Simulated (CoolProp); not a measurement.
Ethane at 200.6 K and 0.162 MPa is compressed adiabatically to 0.506 MPa with isentropic efficiency 0.9. Each further row changes one setting.

Computed with CoolProp (reference Helmholtz-energy equation of state, Bücker 2006).

```
case             work (kJ/kg)  final temperature (K)  final density (kg/m³)
---------------  ------------  ---------------------  ---------------------
as stated                74.5                  255.0                   7.67
efficiency 1             67.0                  250.6                   7.83
efficiency 0.65           103                  271.7                   7.11
```
